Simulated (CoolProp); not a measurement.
Vapour pressure (kPa) of diethyl ether: the reference equation beside estimates from Tc = 194.7 °C, pc = 3717 kPa, ω = 0.282.

The numbers come from the reference Helmholtz-energy equation of state, Thol 2014 in CoolProp.

```csv
T (°C),reference,Lee-Kesler,van der Waals,Redlich-Kwong,Soave-Redlich-Kwong
92.55,549.7,549.7,1278,772.8,551.3
99.55,647.6,647.9,1397,886.4,650.7
106.65,759.5,760.2,1524,1013,764.7
113.65,883.4,884.3,1656,1149,891.0
120.65,1022,1023,1795,1297,1032
127.65,1175,1177,1941,1458,1189
134.75,1348,1350,2096,1635,1366
141.75,1536,1539,2257,[?],1558
148.75,1744,1746,2424,2023,1770
155.75,1972,1975,2600,2238,2002
162.85,2226,2229,2785,2472,2258
169.85,2501,2505,2976,[?],2535
176.85,2802,2807,3174,[?],2834
183.95,3138,3143,3384,3258,3164
```

Task: What belongs in the gaps?

Result: 
- 141.75, Redlich-Kwong: 1822
- 169.85, Redlich-Kwong: 2717
- 176.85, Redlich-Kwong: 2978

Absolute difference from the reference over all 14 rows, mean and median: Lee-Kesler 0.1 and 0.1 %, van der Waals 58.3 and 51.2 %, Redlich-Kwong 20.8 and 20.0 %, Soave-Redlich-Kwong 1.1 and 1.2 %.
